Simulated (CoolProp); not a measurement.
Vapour-liquid equilibrium of cyclohexane (1) + toluene (2) at 435.5 K; x and y are mole fractions of (1).

Values from CoolProp's multi-fluid Helmholtz-energy mixture model, Zhou 2014 and Lemmon 2006; pair parameters Bell 2016.

| x | bubble pressure, mixture model (kPa) | bubble pressure, Raoult's law (kPa) | y, mixture model | y, Raoult's law |
|---|---|---|---|---|
| 0.05 | 384.6 | 378.2 | ___ | 0.093 |
| 0.15 | ___ | 412.4 | ___ | 0.256 |
| 0.25 | 469.9 | 446.6 | 0.398 | 0.393 |
| 0.35 | ___ | 480.8 | 0.506 | 0.512 |
| 0.45 | 543.2 | 514.9 | ___ | 0.614 |
| 0.55 | ___ | 549.1 | 0.681 | 0.704 |
| 0.65 | 607.2 | 583.3 | ___ | 0.783 |
| 0.75 | 636.4 | 617.4 | 0.827 | 0.854 |
| 0.85 | ___ | 651.6 | 0.896 | 0.917 |
| 0.95 | 690.3 | 685.8 | 0.965 | 0.974 |

Question: Fill in the missing entries.

Answer: 
- 0.05, y, mixture model: 0.101
- 0.15, bubble pressure, mixture model (kPa): 428.9
- 0.15, y, mixture model: 0.267
- 0.35, bubble pressure, mixture model (kPa): 507.9
- 0.45, y, mixture model: 0.599
- 0.55, bubble pressure, mixture model (kPa): 576.2
- 0.65, y, mixture model: 0.756
- 0.85, bubble pressure, mixture model (kPa): 664.1

The largest gap from Raoult's law is +5.6 % in bubble pressure, at x = 0.35. No azeotrope shows between x = 0.05 and 0.95.

Pair parameters are fitted to limited data, so mixtures are less certain than the pure fluids.
